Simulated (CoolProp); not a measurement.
The numbers come from the reference Helmholtz-energy equation of state, Leachman 2009 in CoolProp.

Give the vapour pressure (MPa), vapour density (kg/m³), surface tension (mN/m), liquid viscosity (µPa s) of saturated normal hydrogen at 26.2, 26.8, 27.9 K.


```json
[
 {"T (K)": "26.2", "p (MPa)": "0.410", "vapour density (kg/m³)": "4.96", "surface tension (mN/m)": "0.929", "liquid viscosity (µPa s)": "8.66"},
 {"T (K)": "26.8", "p (MPa)": "0.460", "vapour density (kg/m³)": "5.58", "surface tension (mN/m)": "0.832", "liquid viscosity (µPa s)": "8.28"},
 {"T (K)": "27.9", "p (MPa)": "0.563", "vapour density (kg/m³)": "6.91", "surface tension (mN/m)": "0.658", "liquid viscosity (µPa s)": "7.61"}
]
```

Viscosity comes from a separate model (Muzny 2013). Surface tension comes from a separate correlation (Mulero 2012).
